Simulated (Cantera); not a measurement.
Charge: 1 mol BF3, 79 mol H2, 6.3 mol N2, 3.5 mol O2, equilibrated at 5.33 Torr.

Method: chemical equilibrium by Gibbs-energy minimisation in Cantera with the NASA 1993 tables (ideal gas, pure condensed phases). Candidate condensed phases: B, BN, B2O3, B3O3H3, H2O; 62 gas species. Gases not in the tables: H3BO3. Kinetics and transport are ignored.

Which condensed phases are stable at each of these points (T (°C)): 675, 775, 875, 975, 1075, 1175, 1275, 1375, 1475, 1575, 1675, 1775?


| T (°C) | condensed phases | B condensed (%) |
|---|---|---|
| 675 | B2O3(l) | 75.5 |
| 775 | B2O3(l) | 80.7 |
| 875 | B2O3(l) | 65.2 |
| 975 | gas only | 0.0 |
| 1075 | gas only | 0.0 |
| 1175 | gas only | 0.0 |
| 1275 | gas only | 0.0 |
| 1375 | gas only | 0.0 |
| 1475 | gas only | 0.0 |
| 1575 | gas only | 0.0 |
| 1675 | gas only | 0.0 |
| 1775 | gas only | 0.0 |

From 675 °C to 875 °C the condensed part is B2O3(l). From 975 °C to 1775 °C nothing is condensed.
